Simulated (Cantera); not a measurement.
Input: 1 mol Si, a varied amount of HCl, 19 mol H2, held at 1523.15 K and 10000 Pa.

These are equilibrium values from Cantera (NASA tables, ideal gas, pure condensed phases), not measurements of a reactor. Candidate condensed phases: Si; 19 gas species. The tables' values for SiCl3 are old estimates; treat these amounts as uncertain. The numbers say what is thermodynamically allowed, not how fast it happens.

x: gas mole fraction; n: condensed amount in mol.

```tsv
n(HCl) (mol)	x H2	x HCl	x SiCl2	x SiCl3	n Si(s)
0.63	0.970	0.0270	0.00245	4.57e-5	0.950
0.77	0.965	0.0318	0.00342	7.53e-5	0.930
0.96	0.957	0.0378	0.00488	0.000128	0.899
1.2	0.948	0.0447	0.00689	0.000215	0.855
1.5	0.937	0.0525	0.00960	0.000354	0.793
1.8	0.927	___	___	0.000523	___
2.2	0.915	0.0677	0.0164	0.000788	0.629
2.8	0.897	___	___	0.00126	___
3.4	0.882	0.0874	0.0283	0.00179	0.309
```

**Question.** Some entries are withheld; supply them.

**Answer.** 
- 1.8, x HCl: 0.0594
- 1.8, x SiCl2: 0.0124
- 1.8, n Si(s): 0.726
- 2.8, x HCl: 0.0783
- 2.8, x SiCl2: 0.0223
- 2.8, n Si(s): 0.474
